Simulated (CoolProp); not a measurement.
The fluoroketone C6F12O (FK-5-1-12) along the isotherm 478.8 K: Z from the reference equation and from simpler models built on Tc = 441.8 K, pc = 1.869 MPa, ω = 0.471; each cubic takes its own stable root.

Model: reference Helmholtz-energy equation of state, McLinden 2015, in CoolProp.

```json
[
 {"p (MPa)": "0.389", "phase": "gas", "reference": "0.9449", "Soave-Redlich-Kwong": "0.9467", "Peng-Robinson": "0.9395"},
 {"p (MPa)": "0.779", "phase": "gas", "reference": "0.8867", "Soave-Redlich-Kwong": "0.8902", "Peng-Robinson": "0.8763"},
 {"p (MPa)": "1.17", "phase": "gas", "reference": "0.8239", "Soave-Redlich-Kwong": "0.8297", "Peng-Robinson": "0.8098"},
 {"p (MPa)": "1.56", "phase": "gas", "reference": "0.7552", "Soave-Redlich-Kwong": "0.7648", "Peng-Robinson": "0.7397"},
 {"p (MPa)": "1.95", "phase": "supercritical", "reference": "0.6790", "Soave-Redlich-Kwong": "0.6945", "Peng-Robinson": "0.6655"},
 {"p (MPa)": "2.34", "phase": "supercritical", "reference": "0.5951", "Soave-Redlich-Kwong": "0.6193", "Peng-Robinson": "0.5881"},
 {"p (MPa)": "2.73", "phase": "supercritical", "reference": "0.5070", "Soave-Redlich-Kwong": "0.5457", "Peng-Robinson": "0.5146"},
 {"p (MPa)": "3.12", "phase": "supercritical", "reference": "0.4335", "Soave-Redlich-Kwong": "0.4931", "Peng-Robinson": "0.4622"},
 {"p (MPa)": "3.5", "phase": "supercritical", "reference": "0.4026", "Soave-Redlich-Kwong": "0.4719", "Peng-Robinson": "0.4394"},
 {"p (MPa)": "3.89", "phase": "supercritical", "reference": "0.4000", "Soave-Redlich-Kwong": "0.4703", "Peng-Robinson": "0.4352"},
 {"p (MPa)": "4.28", "phase": "supercritical", "reference": "0.4098", "Soave-Redlich-Kwong": "0.4789", "Peng-Robinson": "0.4412"},
 {"p (MPa)": "4.67", "phase": "supercritical", "reference": "0.4252", "Soave-Redlich-Kwong": "0.4928", "Peng-Robinson": "0.4524"}
]
```
